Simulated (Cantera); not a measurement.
A perfectly stirred reactor is fed with H2 : O2 : N2 = 1 : 1.25 : 4.7 (molar parts), at 750 Torr; it is adiabatic with a 325 K inlet, and is followed from long to short residence time, starting on the burning branch (τ in s: 0.023, 0.011, 0.0054, 0.0026, 0.0013, 0.00062, 0.0003, 0.00015, 7.2e-05, 3.5e-05, 1.7e-05).

Computed with Cantera and GRI-Mech 3.0 (53 species, 325 reactions).

Task: Predict: blow-out, bracketed by the residence times tried; x(H2) at τ = 23.0 ms; x(O2) at τ = 23.0 ms; x(NO) at τ = 23.0 ms; x(H) at τ = 23.0 ms; x(O) at τ = 23.0 ms; x(H2) at τ = 0.620 ms; x(O2) at τ = 0.620 ms; x(NO) at τ = 0.620 ms; x(H) at τ = 0.620 ms; x(O) at τ = 0.620 ms.

Result: 
```
Property                                                                       Result
------------------------------------------------  -----------------------------------
blow-out, bracketed by the residence times tried  burning at 0.150 ms, out at 72.0 µs
x(H2) at τ = 23.0 ms                                                         0.000383
x(O2) at τ = 23.0 ms                                                            0.116
x(NO) at τ = 23.0 ms                                                          1.38e-6
x(H) at τ = 23.0 ms                                                           4.03e-5
x(O) at τ = 23.0 ms                                                          0.000218
x(H2) at τ = 0.620 ms                                                         0.00422
x(O2) at τ = 0.620 ms                                                           0.116
x(NO) at τ = 0.620 ms                                                         1.98e-6
x(H) at τ = 0.620 ms                                                          0.00130
x(O) at τ = 0.620 ms                                                          0.00203
```
